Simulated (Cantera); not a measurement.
Mixture: CH4 : C2H6 : O2 : N2 = 1 : 0.082 : 1.09 : 5.23 (molar parts), equivalence ratio 2.1, at 2.30 bar, adiabatic and at constant volume. Ignition delay is the time to a rise of 400 K.

Model: GRI-Mech 3.0 (53 species, 325 reactions), integrated in Cantera.

### Question
What does this change do: pressure from 2.30 bar to 1.00 bar?

### Answer
```tsv
quantity	before	after
delay at 1125 K	12.9 ms	27.1 ms
delay at 1325 K	1.58 ms	2.92 ms
delay at 1525 K	0.214 ms	0.362 ms
delay at 1725 K	41.0 µs	73.2 µs
delay at 1925 K	13.1 µs	25.6 µs
apparent activation energy between 1825 and 2025 K	140 kJ/mol	130 kJ/mol
```

### Question
What does this change do: CH4 1 to 0.4 parts?

### Answer
| quantity | before | after |
|---|---|---|
| delay at 1125 K | 12.9 ms | 6.01 ms |
| delay at 1325 K | 1.58 ms | 0.437 ms |
| delay at 1525 K | 0.214 ms | 81.5 µs |
| delay at 1725 K | 41.0 µs | 21.4 µs |
| delay at 1925 K | 13.1 µs | 8.03 µs |
| apparent activation energy between 1825 and 2025 K | 140 kJ/mol | 130 kJ/mol |
